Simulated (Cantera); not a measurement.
Cantera run:

```python
import numpy as np
import cantera as ct

gas_names = [...]  # 115 gases of nasa_gas.yaml made of C, Ca, H, O
cond_names = """
    C(gr) C6H6(L) C7H8(L) C8H18(L),n-octa Ca(a) Ca(b) Ca(L) CaCO3(caL) CaO(s) CaO(L) CaO2H2(s) H2O(s)
    H2O(L)
""".split()


# ... load() reads the species with a 1 bar reference pressure and builds the phases ...
atoms = {
    'CaCO3': {'Ca': 1, 'C': 1, 'O': 3},
    'H2': {'H': 2},
}
top_T = {'C(gr)': 4500}  # K; cautious upper limits of use, not melting points


# ... equilibrate(T, P, feed) seeds the gas with the atoms and calls Mixture.equilibrate('TP', solver="vcs", rtol=1e-11, max_steps=5000) ...
results = []
feed = {'CaCO3': 1, 'H2': 2}  # mol
P = 210  # Pa
for T in [1100, 1250, 1400, 1550, 1700, 1850, 2000]:
    mix = equilibrate(T, P, feed)
    results.append((T, P, feed, dict(zip(mix.species_names, mix.species_moles))))

top = {s: max(r[3][s] / sum(r[3][g] for g in gas_names) for r in results) for s in gas_names}
cols = sorted((s for s in top if top[s] > 0.0001), key=lambda s: -top[s])[:5]
seen = [c for c in cond_names if any(r[3].get(c, 0) > 1e-12 for r in results)]
print("log10 of partial pressures in bar; condensed amounts in mol")
print(f"{'T/K':>10s}" + "".join(f"{s[:9]:>10s}" for s in cols + seen))
for T, P, feed, n in results:
    ng = sum(n[g] for g in gas_names)
    print(f"{T:10.4g}" + "".join(f"{np.log10(max(n[s] / ng * P / 1e5, 1e-99)):10.3f}" for s in cols)
          + "".join(f"{n.get(c, 0):10.4g}" for c in seen))
```

Output:

```
log10 of partial pressures in bar; condensed amounts in mol
       T/K        H2        CO       H2O       CO2         H    CaO(s)
      1100    -3.031    -3.330    -3.330    -3.635    -9.103         1
      1250    -3.051    -3.291    -3.291    -3.725    -7.841         1
      1400    -3.067    -3.266    -3.266    -3.802    -6.846         1
      1550    -3.078    -3.249    -3.249    -3.866    -6.041         1
      1700    -3.088    -3.237    -3.237    -3.921    -5.375         1
      1850    -3.098    -3.230    -3.230    -3.966    -4.818    0.9999
      2000    -3.114    -3.227    -3.230    -4.005    -4.346    0.9995
```

Cantera equilibrium calculation (NASA polynomials, part measured and part estimated; ideal gas, pure solids and liquids).
